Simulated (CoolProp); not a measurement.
Methane along the isobar 6.14 MPa: density (kg/m³) from the reference equation and from simpler models built on Tc = 190.6 K, pc = 4.599 MPa, ω = 0.011; each cubic takes its own stable root.

The numbers come from the reference Helmholtz-energy equation of state, Setzmann 1991 in CoolProp.

```json
[
 {"T (K)": "133.6", "phase": "liquid", "reference": "396.0"},
 {"T (K)": "140.8", "phase": "liquid", "reference": "384.5"},
 {"T (K)": "147.9", "phase": "liquid", "reference": "372.6"},
 {"T (K)": "155", "phase": "liquid", "reference": "359.7"},
 {"T (K)": "162.2", "phase": "liquid", "reference": "345.6"},
 {"T (K)": "169.3", "phase": "liquid", "reference": "330.0"},
 {"T (K)": "176.5", "phase": "liquid", "reference": "311.8"},
 {"T (K)": "183.6", "phase": "liquid", "reference": "290.0"},
 {"T (K)": "190.7", "phase": "supercritical", "reference": "260.4"},
 {"T (K)": "197.9", "phase": "supercritical", "reference": "205.5"},
 {"T (K)": "205", "phase": "supercritical", "reference": "124.5"},
 {"T (K)": "212.1", "phase": "supercritical", "reference": "97.41"},
 {"T (K)": "219.3", "phase": "supercritical", "reference": "84.03"},
 {"T (K)": "226.4", "phase": "supercritical", "reference": "75.52"},
 {"T (K)": "233.5", "phase": "supercritical", "reference": "69.31"}
]
```

Problem. How far does each simpler model (van der Waals, Redlich-Kwong, Soave-Redlich-Kwong, Peng-Robinson) lie from the reference over these 15 states: mean and median of the absolute difference, and the worst?

Solution. 
- van der Waals: mean 20.1 %, median 28.2 %, worst -30.1 % at 133.6 K and 6.14 MPa
- Redlich-Kwong: mean 4.0 %, median 2.6 %, worst -12.9 % at 197.9 K and 6.14 MPa
- Soave-Redlich-Kwong: mean 4.4 %, median 3.1 %, worst -13.0 % at 197.9 K and 6.14 MPa
- Peng-Robinson: mean 6.0 %, median 4.3 %, worst +11.7 % at 133.6 K and 6.14 MPa
